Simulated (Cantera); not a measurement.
A closed system holds: 1 mol PbO, 9.2 mol CO, 51 mol H₂, equilibrated at 1500 K and 75.0 Torr.

These are equilibrium values from Cantera (NASA tables, ideal gas, pure condensed phases), not measurements of a reactor. Candidate condensed phases: C, C₆H₆, C₇H₈, C₈H₁₈, H₂O, Pb, PbO, PbO₂, Pb₃O₄; 113 gas species. Equilibrium is a limit: real reactors are often held back by kinetics, nucleation or transport.

Base state: H₂ 0.818, CO 0.149, Pb 0.0163, H₂O 0.0153, CO₂ 0.00108, H 5.03e-5 (mole fractions); condensed: gas only.

Problem. What changes in the equilibrium state with this change: 0.17 mol O₂ added?

Solution. 
```json
[
 {"species": "H₂", "before": "0.818", "after": "0.813"},
 {"species": "CO", "before": "0.149", "after": "0.149"},
 {"species": "H₂O", "before": "0.0153", "after": "0.0204"},
 {"species": "CO₂", "before": "0.00108", "after": "0.00145"},
 {"species": "Pb", "before": "0.0163", "after": "0.0163"},
 {"species": "H", "before": "5.03e-5", "after": "5.02e-5"}
]
```

Problem. What changes in the equilibrium state with this change: H₂ from 51 to 0.14 mol?

Solution. 
| species | before | after |
|---|---|---|
| CO | 0.149 | 0.796 |
| Pb | 0.0163 | 0.0967 |
| CO₂ | 0.00108 | 0.0935 |
| H₂ | 0.818 | 0.0104 |
| H₂O | 0.0153 | 0.00316 |
| PbO | 1.17e-7 | 1.12e-5 |
| Pb₂ | 4.56e-7 | 1.59e-5 |
| H | 5.03e-5 | 5.67e-6 |

Problem. What changes in the equilibrium state with this change: PbO replaced by Pb?

Solution. 
```
species   before    after
-------  -------  -------
H₂         0.818    0.833
CO         0.149    0.150
Pb        0.0163   0.0163
H₂O       0.0153  6.08e-5
CO₂      0.00108  4.24e-6
CH₄      2.36e-7  6.31e-5
H        5.03e-5  5.08e-5
```
